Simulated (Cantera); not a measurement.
## Ammonia decomposition in nitride growth gas

An isothermal, constant-pressure homogeneous reactor starts with NH3 : N2 = 1 : 0.25 (molar parts), at 2175 K and 0.210 bar.

Cantera simulation using the gas-phase N/H chemistry of the illustrative SiF4/NH3 mechanism in the Surface Chemkin manual (1991); the numbers are that mechanism's predictions, not measurements. Walls and surfaces, which speed up NH3 decomposition in real reactors, are not modelled.

```csv
t (s),x NH3,x N2H4,x N,x N2,x NH,x NH2,x N2H2
0.000500,0.782,2.35e-7,2.49e-7,0.202,2.88e-5,0.00298,1.51e-5
0.00110,0.760,2.08e-7,5.38e-7,0.206,3.24e-5,0.00280,1.43e-5
0.00243,0.714,1.69e-7,1.06e-6,0.213,3.69e-5,0.00253,1.28e-5
0.00536,0.626,1.25e-7,1.76e-6,0.228,4.07e-5,0.00218,1.03e-5
0.0118,0.478,7.99e-8,2.42e-6,0.253,4.15e-5,0.00174,6.98e-6
0.0261,0.283,3.77e-8,2.90e-6,0.286,3.75e-5,0.00119,3.53e-6
0.0575,0.106,9.87e-9,3.21e-6,0.315,2.82e-5,0.000611,1.11e-6
0.127,0.0142,6.97e-10,3.58e-6,0.330,1.54e-5,0.000163,1.32e-7
0.280,0.000121,<1e-12,1.23e-6,0.332,1.54e-6,4.71e-6,2.78e-10
0.617,1.68e-5,<1e-12,1.95e-7,0.332,2.33e-7,6.82e-7,6.37e-12
1.36,5.80e-6,<1e-12,6.71e-8,0.332,8.02e-8,2.35e-7,1.07e-12
3.00,2.48e-6,<1e-12,2.87e-8,0.332,3.43e-8,1.01e-7,<1e-12
```
x: mole fraction; the columns are a selection and need not sum to one.

Equilibrium at this temperature and pressure: NH3 9.96e-7, N2H4 <1e-12, N 1.15e-8, N2 0.332, NH 1.38e-8, NH2 4.04e-8, N2H2 <1e-12 (gas phase only).
